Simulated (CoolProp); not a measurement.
Saturation properties of ethanol.

Values from CoolProp's reference Helmholtz-energy equation of state, Schroeder 2014.

```tsv
T (°C)	p (MPa)	vapour density (kg/m³)	surface tension (mN/m)	vapour viscosity (µPa s)	liquid conductivity (mW/(m K))
130.55	0.5825	8.893	11.5	11.9	146
139.05	0.7374	11.23	10.7	…	145
147.45	0.9205	14.02	9.85	12.5	…
155.95	1.140	17.42	…	12.7	142
164.35	1.394	21.43	8.15	13.0	140
172.75	1.690	…	7.29	13.4	139
181.25	2.034	32.03	6.42	13.7	…
189.65	2.425	…	5.55	14.1	136
198.15	2.875	47.30	…	14.5	135
206.55	3.378	57.49	3.79	15.1	134
214.95	3.946	…	2.90	15.8	133
```

Question: Complete the blanks.

Answer: 
- 139.05, vapour viscosity (µPa s): 12.2
- 147.45, liquid conductivity (mW/(m K)): 143
- 155.95, surface tension (mN/m): 9.00
- 172.75, vapour density (kg/m³): 26.23
- 181.25, liquid conductivity (mW/(m K)): 138
- 189.65, vapour density (kg/m³): 38.90
- 198.15, surface tension (mN/m): 4.67
- 214.95, vapour density (kg/m³): 70.33

It boils at 78.4 °C under 1 atm.

Viscosity comes from a separate model (Kiselev 2005). Thermal conductivity comes from a separate model (Assael 2013). Surface tension comes from a separate correlation (Mulero 2012).
